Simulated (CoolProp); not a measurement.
R115 along the isotherm 130.45 °C: Z from the reference equation and from simpler models built on Tc = 80.0 °C, pc = 3.129 MPa, ω = 0.248; each cubic takes its own stable root.

Computed with CoolProp (reference Helmholtz-energy equation of state, Lemmon 2016).

```csv
p (MPa),phase,reference,Redlich-Kwong,Peng-Robinson
0.0495,gas,0.9967,0.9964,0.9961
0.077,gas,0.9949,0.9943,0.9939
0.12,gas,0.9920,0.9911,0.9905
0.187,gas,0.9875,0.9862,0.9852
0.291,gas,0.9804,0.9784,0.9769
0.453,gas,0.9693,0.9661,0.9640
0.705,gas,___,0.9468,0.9437
1.1,gas,0.9231,0.9158,0.9114
1.71,gas,0.8767,0.8659,0.8607
2.66,gas,___,0.7826,0.7796
4.14,supercritical,0.6629,0.6381,0.6516
6.45,supercritical,0.5015,0.4922,0.5176
10,supercritical,___,0.5513,0.5400
15.6,supercritical,0.7034,___,0.6782
```

**Question.** Some entries are withheld; supply them.

**Answer.** 
- 0.705, reference: 0.9516
- 2.66, reference: 0.7983
- 10, reference: 0.5317
- 15.6, Redlich-Kwong: 0.7183
